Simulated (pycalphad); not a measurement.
# Phase fractions of Ti-35.2C (at.%)

All values are pycalphad results on the COST 507 light-alloy database (1999) (1 atm), not direct measurements. The data set is of 1999 and partly superseded. Phase fractions are per mole of atoms. Kinetics are ignored, which matters at the lower temperatures.

```json
[
 {"T (°C)": "3027", "liquid": "1.000", "fcc": "-", "hcp": "-"},
 {"T (°C)": "2877", "liquid": "[?]", "fcc": "[?]", "hcp": "-"},
 {"T (°C)": "2727", "liquid": "[?]", "fcc": "[?]", "hcp": "-"},
 {"T (°C)": "2577", "liquid": "-", "fcc": "1.000", "hcp": "-"},
 {"T (°C)": "702", "liquid": "-", "fcc": "0.996", "hcp": "0.004"},
 {"T (°C)": "552", "liquid": "-", "fcc": "0.981", "hcp": "0.019"},
 {"T (°C)": "402", "liquid": "-", "fcc": "0.967", "hcp": "0.033"},
 {"T (°C)": "252", "liquid": "-", "fcc": "0.956", "hcp": "0.044"}
]
```

### Question
What belongs in the gaps?

### Answer

- 2877, liquid: 0.317
- 2877, fcc: 0.683
- 2727, liquid: 0.097
- 2727, fcc: 0.903

The fcc model also describes the rock-salt carbide or nitride (TiC, TiN, HfC).
